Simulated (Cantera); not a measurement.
## Low-pressure radical oxidation in H2/O2

An isothermal, constant-pressure homogeneous reactor starts with H2 : O2 = 0.046 : 1 (molar parts), equivalence ratio 0.023, at 1200 K and 20.0 Torr.

Cantera simulation using GRI-Mech 3.0 (53 species, 325 reactions); the numbers are that mechanism's predictions, not measurements. Radical loss at walls, strong at low pressure, is not modelled. The temperature is held fixed by assumption; the heat of reaction is taken as removed at once.

```csv
t (s),x H2,x O2,x H2O2,x H,x HO2
7.00e-5,0.0440,0.956,1.35e-12,3.33e-9,5.43e-9
0.000313,0.0440,0.956,2.73e-11,8.70e-8,2.56e-8
0.00140,0.0118,0.932,5.18e-7,0.00771,7.27e-6
0.00626,0.000486,0.933,1.54e-7,0.00340,5.72e-6
0.0280,0.000126,0.949,1.34e-7,0.000425,3.44e-6
0.125,1.06e-5,0.954,5.96e-8,1.06e-5,8.35e-7
0.559,7.95e-7,0.955,1.41e-8,2.25e-7,1.10e-7
2.50,8.87e-8,0.955,2.77e-9,8.64e-9,1.73e-8
11.2,1.43e-8,0.955,5.75e-10,5.72e-10,8.10e-9
50.0,4.15e-9,0.955,1.93e-10,9.02e-11,1.07e-8
```
x: mole fraction; the columns are a selection and need not sum to one.

Equilibrium at this temperature and pressure: H2 3.60e-9, O2 0.955, H2O2 1.72e-10, H 7.30e-11, HO2 1.13e-8 (gas phase only).
